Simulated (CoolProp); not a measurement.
Sulfur dioxide along the isobar 6.07 MPa: fugacity coefficient from the reference equation and from simpler models built on Tc = 430.6 K, pc = 7.887 MPa, ω = 0.256; each cubic takes its own stable root.

Computed with CoolProp (reference Helmholtz-energy equation of state, Gao 2016).

| T (K) | phase | reference |
|---|---|---|
| 425.8 | gas | 0.7281 |
| 432.4 | gas | 0.7436 |
| 439 | gas | 0.7577 |
| 445.6 | gas | 0.7707 |
| 452.2 | gas | 0.7827 |
| 458.9 | gas | 0.7941 |
| 465.5 | gas | 0.8045 |
| 472.1 | gas | 0.8142 |
| 478.7 | gas | 0.8233 |
| 485.3 | gas | 0.8319 |
| 491.9 | gas | 0.8400 |
| 498.5 | gas | 0.8476 |
| 505.2 | gas | 0.8550 |
| 511.8 | gas | 0.8618 |
| 518.4 | gas | 0.8682 |
| 525 | gas | 0.8744 |

How far does each simpler model (van der Waals, Redlich-Kwong, Peng-Robinson) lie from the reference over these 16 states: mean and median of the absolute difference, and the worst?


- van der Waals: mean 1.6 %, median 1.1 %, worst +5.0 % at 425.8 K and 6.07 MPa
- Redlich-Kwong: mean 0.9 %, median 1.0 %, worst -1.5 % at 525 K and 6.07 MPa
- Peng-Robinson: mean 2.0 %, median 2.0 %, worst -2.1 % at 458.9 K and 6.07 MPa
